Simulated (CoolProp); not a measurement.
Saturation properties of R245ca (Tc = 447.6 K, pc = 3941 kPa, ω = 0.355).

Values from CoolProp's reference Helmholtz-energy equation of state, Zhou 2016.

| T (K) | p (kPa) | liquid density (kg/m³) | vapour density (kg/m³) | liquid cp (kJ/(kg K)) | surface tension (mN/m) |
|---|---|---|---|---|---|
| 322.1 | 233.3 | 1325 | 12.56 | 1.420 | 13.2 |
| 333.4 | 330.5 | 1294 | 17.57 | 1.443 | 11.8 |
| 344.7 | 456.0 | 1262 | 24.05 | 1.469 | 10.3 |
| 356 | 614.6 | 1227 | 32.35 | 1.499 | 8.94 |
| 367.3 | 811.8 | 1191 | 42.91 | 1.535 | 7.59 |
| 378.7 | 1055 | 1152 | 56.47 | 1.579 | 6.26 |
| 390 | 1347 | 1109 | 73.67 | 1.636 | 4.99 |
| 401.3 | 1697 | 1061 | 95.96 | 1.715 | 3.78 |

It boils at 298.4 K under 1 atm.

Surface tension comes from a separate correlation (Mulero 2012).
